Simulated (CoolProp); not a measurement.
Vapour pressure (bar) of p-xylene: the reference equation beside estimates from Tc = 343.0 °C, pc = 35.32 bar, ω = 0.324. Clausius-Clapeyron is anchored at 129.75 °C with a constant enthalpy of vaporisation of 36.26 kJ/mol.

The numbers come from the reference Helmholtz-energy equation of state, Zhou 2012 in CoolProp.

```
T (°C)  reference  Lee-Kesler  Clausius-Clapeyron  Redlich-Kwong  Soave-Redlich-Kwong
------  ---------  ----------  ------------------  -------------  -------------------
124.15     0.6827      0.6694              0.6878          1.482               0.6712
129.75     0.8011      0.7885              0.8011          1.690               0.7899
135.45     0.9378      0.9264              0.9317          1.922               0.9274
141.05      1.089       1.080               1.076          2.173                1.080
146.75      1.263       1.256               1.242          2.452                1.256
152.35      1.453       1.450               1.424          2.751                1.449
157.95      1.666       1.666               1.626          3.075                1.665
163.65      1.906       1.911               1.856          3.432                1.909
169.25      2.168       2.178               2.106          3.811                2.176
```

Absolute difference from the reference over all 9 rows, mean and median: Lee-Kesler 0.8 and 0.6 %, Clausius-Clapeyron 1.6 and 1.7 %, Redlich-Kwong 95.2 and 94.1 %, Soave-Redlich-Kwong 0.7 and 0.6 %.
